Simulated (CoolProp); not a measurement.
Vapour-liquid equilibrium of n-octane (1) + o-xylene (2) at 0.0434 MPa; x and y are mole fractions of (1).

Computed with CoolProp (multi-fluid Helmholtz-energy mixture model, Beckmüller 2019 and Zhou 2012; pair parameters Bell 2016).

```
x      bubble temperature (K)  y at the bubble point  dew temperature at overall composition x (K)  liquid density (mol/L)
-----  ----------------------  ---------------------  --------------------------------------------  ----------------------
0.05                    386.8                  0.089                                         387.4                   7.392
0.125                   384.9                  0.207                                         386.2                   7.220
0.2                     383.2                  0.311                                         385.0                   7.054
0.275                   381.6                  0.404                                         383.8                   6.893
0.35                    380.2                  0.487                                         382.5                   6.737
0.425                   378.8                  0.563                                         381.2                   6.586
0.5                     377.6                  0.632                                         379.9                   6.440
0.575                   376.4                  0.697                                         378.6                   6.298
0.65                    375.3                  0.757                                         377.3                   6.161
0.725                   374.3                  0.814                                         375.9                   6.028
0.8                     373.3                  0.868                                         374.5                   5.900
0.875                   372.3                  0.919                                         373.1                   5.775
0.95                    371.4                  0.968                                         371.7                   5.655
```

No azeotrope shows between x = 0.05 and 0.95.

Pair parameters are fitted to limited data, so mixtures are less certain than the pure fluids.
